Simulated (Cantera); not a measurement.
Mixture: 14.4 % CH4, 18.0 % O2, 67.6 % N2, equivalence ratio 1.6, at 950000 Pa, adiabatic and at constant pressure. Ignition delay is the time to a rise of 400 K.

Cantera simulation using GRI-Mech 3.0 (53 species, 325 reactions); the numbers are that mechanism's predictions, not measurements.

Q: Predict: delay at 1125 K; delay at 1175 K; delay at 1225 K; delay at 1275 K; delay at 1325 K; delay at 1375 K; delay at 1425 K; apparent activation energy between 1325 and 1425 K.

A: 
```json
{
  "delay at 1125 K": "16.8 ms",
  "delay at 1175 K": "8.78 ms",
  "delay at 1225 K": "4.73 ms",
  "delay at 1275 K": "2.62 ms",
  "delay at 1325 K": "1.49 ms",
  "delay at 1375 K": "0.865 ms",
  "delay at 1425 K": "0.513 ms",
  "apparent activation energy between 1325 and 1425 K": "170 kJ/mol"
}
```
